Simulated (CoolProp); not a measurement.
The numbers come from the reference Helmholtz-energy equation of state, Akasaka 2019 in CoolProp.

**Question.** For R1234ze(Z), give the phase and the Z, cv (kJ/(kg K)), isothermal compressibility (1/MPa), fugacity coefficient at 286.5 K and 0.204 MPa; 286.5 K and 0.386 MPa; 286.5 K and 4.99 MPa.

**Answer.** 
- 286.5 K and 0.204 MPa: liquid; Z 0.00778, cv 0.861, isothermal compressibility 0.00249, fugacity coefficient 0.543
- 286.5 K and 0.386 MPa: liquid; Z 0.0147, cv 0.861, isothermal compressibility 0.00248, fugacity coefficient 0.289
- 286.5 K and 4.99 MPa: liquid; Z 0.188, cv 0.861, isothermal compressibility 0.00221, fugacity coefficient 0.0266
